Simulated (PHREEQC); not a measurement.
Consider water at 47 °C with 0.082 mol/kgw Al2(SO4)3 and 0.00016 mol/kgw CaCl2. Closed to the air; pH follows from the charge balance.

Model: ion-association model, phreeqc.dat, run in PHREEQC.

Precipitation was switched off in this run.

Problem. What pH, ionic strength does the model give?

Solution. pH 3.64; ionic strength 0.230 mol/kgw.

Problem. In which forms is S present?

Solution. AlSO4+ 42 %, Al(SO4)2- 38 %, SO4-2 20 % of the S.

Saturation is exceeded, for instance for Gibbsite (slow to form); the values hold only as long as no solid forms. At this temperature some constants are extrapolated from 25 °C, and those without enthalpy data are left unchanged.
